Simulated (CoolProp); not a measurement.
Properties of CH2F2 (R32) at several states.

Computed with CoolProp (reference Helmholtz-energy equation of state, Tillner-Roth 1997).

```tsv
T (°C)	p (MPa)	phase	Joule-Thomson coefficient (K/MPa)	viscosity (µPa s)	conductivity (mW/(m K))
152.85	28.7	supercritical	…	…	88.1
65.65	18.6	liquid	0.2021	97.3	122
50.05	1.99	gas	18.38	14.8	19.1
49.75	0.0256	gas	19.55	14.5	…
```

Q: Some entries are withheld; supply them.

A: 
- 152.85, Joule-Thomson coefficient (K/MPa): 0.7667
- 152.85, viscosity (µPa s): 62.0
- 49.75, conductivity (mW/(m K)): 15.5

Viscosity comes from a separate model (Bell 2016), an estimate that may be off by 10 % or more. Thermal conductivity comes from a separate model (Huber 2003), an estimate that may be off by 10 % or more.
